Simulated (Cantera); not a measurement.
Input: 1 mol SiHCl3, 20 mol N2, held at 1373.15 K and 31000 Pa.

Equilibrium computed with Cantera from the NASA thermochemical tables; the gas is ideal and each condensed phase is pure. Candidate condensed phases: NH4Cl, Si, Si3N4; 28 gas species. N2 is the only nitrogen source here; it is nearly inert below about 1500 K, so the nitride shown seldom forms there in practice. The tables' values for SiCl3 are old estimates; treat these amounts as uncertain. Kinetics and transport are ignored.

Base state: N2 0.930, HCl 0.0411, SiCl4 0.0232, H2 0.00302, SiCl3 0.00198, SiCl2 0.000780, SiHCl3 0.000108 (mole fractions); condensed: Si3N4(s).

Problem. What changes in the equilibrium state with this change: N2 from 20 to 48 mol?

Solution. 
```csv
species,before,after
N2,0.930,0.969
HCl,0.0411,0.0184
SiCl4,0.0232,0.00960
SiHCl3,0.000108,3.07e-5
H2,0.00302,0.000932
SiCl3,0.00198,0.00101
"Si3N4(s), mol",0.149,0.151
```

Problem. What changes in the equilibrium state with this change: N2 from 20 to 280 mol?

Solution. 
```json
[
 {"species": "N2", "before": "0.930", "after": "0.995"},
 {"species": "HCl", "before": "0.0411", "after": "0.00340"},
 {"species": "SiCl4", "before": "0.0232", "after": "0.00153"},
 {"species": "SiHCl3", "before": "0.000108", "after": "2.24e-6"},
 {"species": "H2", "before": "0.00302", "after": "7.87e-5"},
 {"species": "SiCl3", "before": "0.00198", "after": "0.000254"},
 {"species": "Si3N4(s), mol", "before": "0.149", "after": "0.148"}
]
```
